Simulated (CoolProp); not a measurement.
Properties of n-perfluorohexane along the isotherm 176.85 °C.

Values from CoolProp's reference Helmholtz-energy equation of state, Gao 2022.

| p (MPa) | phase | cp (kJ/(kg K)) | fugacity coefficient |
|---|---|---|---|
| 0.0551 | gas | 1.009 | 0.9891 |
| 0.0808 | gas | 1.010 | 0.9840 |
| 0.119 | gas | 1.012 | 0.9765 |
| 0.174 | gas | 1.014 | (withheld) |
| 0.256 | gas | 1.019 | 0.9497 |
| 0.375 | gas | 1.025 | 0.9265 |
| 0.551 | gas | 1.037 | 0.8925 |
| 0.808 | gas | (withheld) | 0.8431 |
| 1.19 | gas | 1.139 | 0.7697 |
| 1.74 | gas | 2.640 | 0.6590 |
| 2.56 | supercritical | 1.453 | (withheld) |
| 3.75 | supercritical | 1.306 | 0.3686 |
| 5.51 | supercritical | 1.247 | 0.2879 |
| 8.08 | supercritical | (withheld) | 0.2373 |
| 11.9 | supercritical | 1.190 | 0.2108 |
| 17.4 | supercritical | (withheld) | (withheld) |

Problem. Complete the blanks.

Solution. 
- 0.174, fugacity coefficient: 0.9657
- 0.808, cp (kJ/(kg K)): 1.063
- 2.56, fugacity coefficient: 0.4886
- 8.08, cp (kJ/(kg K)): 1.213
- 17.4, cp (kJ/(kg K)): 1.175
- 17.4, fugacity coefficient: 0.2085
